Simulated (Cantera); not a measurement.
Dilute partial oxidation

An isothermal, constant-pressure homogeneous reactor starts with 0.674 % CH3OH, 0.258 % O2, 99.1 % N2, equivalence ratio 3.9, at 1225 K and 10.0 bar.

Computed with Cantera and GRI-Mech 3.0 (53 species, 325 reactions). GRI-Mech 3.0 was tuned for natural gas; its chemistry of methanol as a main component is partial and can be far from experiment.

```json
[
 {"t (s)": "7.00e-6", "x CH3OH": "0.00674", "x O2": "0.00258", "x CO": "2.95e-9", "x CH2": "5.55e-10", "x O": "5.10e-11"},
 {"t (s)": "1.84e-5", "x CH3OH": "0.00674", "x O2": "0.00258", "x CO": "8.15e-9", "x CH2": "5.55e-10", "x O": "5.15e-11"},
 {"t (s)": "4.84e-5", "x CH3OH": "0.00674", "x O2": "0.00258", "x CO": "2.18e-8", "x CH2": "5.55e-10", "x O": "5.26e-11"},
 {"t (s)": "0.000127", "x CH3OH": "0.00674", "x O2": "0.00258", "x CO": "5.80e-8", "x CH2": "5.55e-10", "x O": "5.48e-11"},
 {"t (s)": "0.000334", "x CH3OH": "0.00673", "x O2": "0.00257", "x CO": "1.57e-7", "x CH2": "5.54e-10", "x O": "6.09e-11"},
 {"t (s)": "0.000878", "x CH3OH": "0.00672", "x O2": "0.00257", "x CO": "5.29e-7", "x CH2": "5.53e-10", "x O": "9.15e-11"},
 {"t (s)": "0.00231", "x CH3OH": "0.00639", "x O2": "0.00248", "x CO": "2.72e-5", "x CH2": "5.40e-10", "x O": "1.31e-9"},
 {"t (s)": "0.00607", "x CH3OH": "7.51e-10", "x O2": "3.95e-5", "x CO": "0.00639", "x CH2": "9.08e-11", "x O": "5.68e-8"},
 {"t (s)": "0.0159", "x CH3OH": "1.45e-10", "x O2": "2.19e-6", "x CO": "0.00634", "x CH2": "<1e-12", "x O": "1.07e-10"},
 {"t (s)": "0.0419", "x CH3OH": "4.80e-11", "x O2": "9.34e-7", "x CO": "0.00633", "x CH2": "<1e-12", "x O": "1.34e-11"},
 {"t (s)": "0.110", "x CH3OH": "2.01e-11", "x O2": "3.94e-7", "x CO": "0.00631", "x CH2": "<1e-12", "x O": "2.35e-12"},
 {"t (s)": "0.290", "x CH3OH": "8.34e-12", "x O2": "1.50e-7", "x CO": "0.00630", "x CH2": "<1e-12", "x O": "<1e-12"},
 {"t (s)": "0.761", "x CH3OH": "3.47e-12", "x O2": "5.31e-8", "x CO": "0.00629", "x CH2": "<1e-12", "x O": "<1e-12"},
 {"t (s)": "2.00", "x CH3OH": "1.74e-12", "x O2": "1.59e-8", "x CO": "0.00627", "x CH2": "<1e-12", "x O": "<1e-12"}
]
```
x: mole fraction; the columns are a selection and need not sum to one.

Equilibrium at this temperature and pressure: CH3OH <1e-12, O2 <1e-12, CO 0.00528, CH2 <1e-12, O <1e-12 (gas phase only).
